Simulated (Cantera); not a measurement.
A freely propagating, adiabatic, planar premixed flame of CH₄ : C₂H₆ : O₂ : N₂ = 1 : 0.44 : 3.54 : 13.8 (molar parts), equivalence ratio 1.0, unburnt at 325 K and 6.50 bar; mixture-averaged transport, grid criteria slope 0.08 and curve 0.16, no radiation.

Computed with Cantera and GRI-Mech 3.0 (53 species, 325 reactions). Burning velocities carry a grid error of a few per cent, more on coarse grids.

Problem. What does this change do: C2H6 0.44 to 0.34 parts?

Solution. 
| quantity | before | after |
|---|---|---|
| laminar burning velocity | 22.5 cm/s | 19.2 cm/s |
| thermal thickness | 0.112 mm | 0.123 mm |
| peak x(H) | 0.00198 | 0.00113 |
| peak x(C₂H₂) | 0.000482 | 0.000258 |

Problem. What does this change do: O2 3.54 to 2.7 parts?

Solution. 
| quantity | before | after |
|---|---|---|
| laminar burning velocity | 22.5 cm/s | 5.51 cm/s |
| thermal thickness | 0.112 mm | 0.374 mm |
| peak x(H) | 0.00198 | 0.000150 |
| peak x(C₂H₂) | 0.000482 | 0.00149 |

Problem. What does this change do: inlet temperature 325 to 398 K?

Solution. 
| quantity | before | after |
|---|---|---|
| laminar burning velocity | 22.5 cm/s | 32.2 cm/s |
| thermal thickness | 0.112 mm | 0.1000 mm |
| peak x(H) | 0.00198 | 0.00229 |
| peak x(C₂H₂) | 0.000482 | 0.000515 |
